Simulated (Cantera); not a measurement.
Input: 1 mol MgO, 1.4 mol C, 0.6 mol CO, at 1073 K and 380 Pa.

Method: chemical equilibrium by Gibbs-energy minimisation in Cantera with the NASA 1993 tables (ideal gas, pure condensed phases). Equilibrium is a limit: real reactors are often held back by kinetics, nucleation or transport.

| species | before | after |
|---|---|---|
| CO | 0.999 | 0.996 |
| CO2 | 0.000535 | 0.00378 |
| C(graphite), mol | 1.40 | 1.40 |
| MgO(s), mol | 1.00 | 1.00 |
Gas species are given as mole fractions.

**Question.** What was changed between the two runs?
(A) temperature from 1073 K to 873 K
(B) temperature from 1073 K to 973 K
(C) temperature from 1073 K to 1600 K
(D) temperature from 1073 K to 2148 K

**Answer.** B, temperature from 1073 K to 973 K
